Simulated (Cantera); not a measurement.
Input (Python, Cantera) and output of one run.

```python
import numpy as np
import cantera as ct

gas_names = [...]  # 113 gases of nasa_gas.yaml made of C, Cu, H, O
cond_names = """
    C(gr) C6H6(L) C7H8(L) C8H18(L),n-octa Cu(cr) Cu(L) CuO(s) CuO2H2(s) Cu2O(s) Cu2O(L) H2O(s) H2O(L)
""".split()


# ... load() reads the species with a 1 bar reference pressure and builds the phases ...
atoms = {
    'CuO': {'Cu': 1, 'O': 1},
    'C': {'C': 1},
    'H2': {'H': 2},
}
top_T = {'C(gr)': 4500, 'CuO(s)': 1390}  # K; cautious upper limits of use, not melting points


# ... equilibrate(T, P, feed) seeds the gas with the atoms and calls Mixture.equilibrate('TP', solver="vcs", rtol=1e-11, max_steps=5000) ...
results = []
feed = {'CuO': 1, 'C': 1.3, 'H2': 14}  # mol
P = 100000  # Pa
for T in [825, 875, 925, 975, 1025, 1075, 1125, 1175]:
    mix = equilibrate(T, P, feed)
    results.append((T, P, feed, dict(zip(mix.species_names, mix.species_moles))))
    x = sorted(zip(gas.X, gas.species_names), reverse=True)
    print(f"T = {T:g} K  P = {P:g} Pa  gas = {mix.phase_moles(0):.4g} mol")
    print("   x: " + "  ".join(f"{s} {v:.3e}" for v, s in x if v > 1e-06))
    print("   condensed (mol): " + ("  ".join(f"{mix.phase(i).name} {mix.phase_moles(i):.4g}"
          for i in range(1, mix.n_phases) if mix.phase_moles(i) > 1e-12) or "none"))
```

Output:

```
T = 825 K  P = 100000 Pa  gas = 12.74 mol
   x: H2 8.215e-01  CH4 1.004e-01  H2O 7.647e-02  CO 1.213e-03  CO2 4.032e-04
   condensed (mol): Cu(cr) 1
T = 875 K  P = 100000 Pa  gas = 12.9 mol
   x: H2 8.306e-01  CH4 9.317e-02  H2O 6.855e-02  CO 6.262e-03  CO2 1.363e-03
   condensed (mol): Cu(cr) 1
T = 925 K  P = 100000 Pa  gas = 13.27 mol
   x: H2 8.504e-01  CH4 7.658e-02  H2O 5.163e-02  CO 1.906e-02  CO2 2.340e-03
   condensed (mol): Cu(cr) 1
T = 975 K  P = 100000 Pa  gas = 13.75 mol
   x: H2 8.732e-01  CH4 5.625e-02  CO 3.614e-02  H2O 3.230e-02  CO2 2.137e-03
   condensed (mol): Cu(cr) 1
T = 1025 K  P = 100000 Pa  gas = 14.17 mol
   x: H2 8.908e-01  CO 5.055e-02  CH4 3.991e-02  H2O 1.746e-02  CO2 1.285e-03
   condensed (mol): Cu(cr) 1
T = 1075 K  P = 100000 Pa  gas = 14.44 mol
   x: H2 9.016e-01  CO 5.968e-02  CH4 2.975e-02  H2O 8.379e-03  CO2 5.965e-04
   condensed (mol): Cu(cr) 1
T = 1125 K  P = 100000 Pa  gas = 14.59 mol
   x: H2 9.079e-01  CO 6.428e-02  CH4 2.378e-02  H2O 3.753e-03  CO2 2.416e-04
   condensed (mol): C(gr) 0.01115  Cu(cr) 1
T = 1175 K  P = 100000 Pa  gas = 14.73 mol
   x: H2 9.162e-01  CO 6.557e-02  CH4 1.607e-02  H2O 2.082e-03  CO2 1.164e-04
   condensed (mol): C(gr) 0.09558  Cu(cr) 1
```

Cantera equilibrium calculation (NASA polynomials, part measured and part estimated; ideal gas, pure solids and liquids).
